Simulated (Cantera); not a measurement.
Feed: 1 mol Pb, 2.5 mol H2, held at 11000 Pa.

Method: chemical equilibrium by Gibbs-energy minimisation in Cantera with the NASA 1993 tables (ideal gas, pure condensed phases). Candidate condensed phases: Pb; 4 gas species. Equilibrium is a limit: real reactors are often held back by kinetics, nucleation or transport.

**Question.** At 1250 °C, list the 4 most abundant gas species with their mole fractions, and the condensed phases.

**Answer.** H2 0.722, Pb 0.278, Pb2 0.000134, H 5.92e-5. Condensed: Pb(l).
